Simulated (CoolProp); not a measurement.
Saturation properties of n-perfluorohexane.

Values from CoolProp's reference Helmholtz-energy equation of state, Gao 2022.

```json
[
 {"T (K)": "246.5", "p (MPa)": "0.001639", "liquid density (kg/m³)": "1821", "vapour density (kg/m³)": "0.2710"},
 {"T (K)": "256.4", "p (MPa)": "0.003201", "liquid density (kg/m³)": "1794", "vapour density (kg/m³)": "0.5098"},
 {"T (K)": "266.3", "p (MPa)": "___", "liquid density (kg/m³)": "1766", "vapour density (kg/m³)": "0.9029"},
 {"T (K)": "276.2", "p (MPa)": "0.01019", "liquid density (kg/m³)": "___", "vapour density (kg/m³)": "1.517"},
 {"T (K)": "286.1", "p (MPa)": "0.01687", "liquid density (kg/m³)": "1711", "vapour density (kg/m³)": "2.437"},
 {"T (K)": "296", "p (MPa)": "___", "liquid density (kg/m³)": "1682", "vapour density (kg/m³)": "3.761"},
 {"T (K)": "305.9", "p (MPa)": "0.04085", "liquid density (kg/m³)": "___", "vapour density (kg/m³)": "5.607"},
 {"T (K)": "315.8", "p (MPa)": "0.06034", "liquid density (kg/m³)": "1624", "vapour density (kg/m³)": "8.114"},
 {"T (K)": "325.7", "p (MPa)": "___", "liquid density (kg/m³)": "___", "vapour density (kg/m³)": "___"},
 {"T (K)": "335.6", "p (MPa)": "0.1209", "liquid density (kg/m³)": "1561", "vapour density (kg/m³)": "15.77"},
 {"T (K)": "345.5", "p (MPa)": "___", "liquid density (kg/m³)": "1528", "vapour density (kg/m³)": "21.33"}
]
```

Task: Fill in the missing entries.

Result: 
- 266.3, p (MPa): 0.005871
- 276.2, liquid density (kg/m³): 1739
- 296, p (MPa): 0.02675
- 305.9, liquid density (kg/m³): 1653
- 325.7, p (MPa): 0.08655
- 325.7, liquid density (kg/m³): 1593
- 325.7, vapour density (kg/m³): 11.44
- 345.5, p (MPa): 0.1651

It boils at 330.3 K under 1 atm.
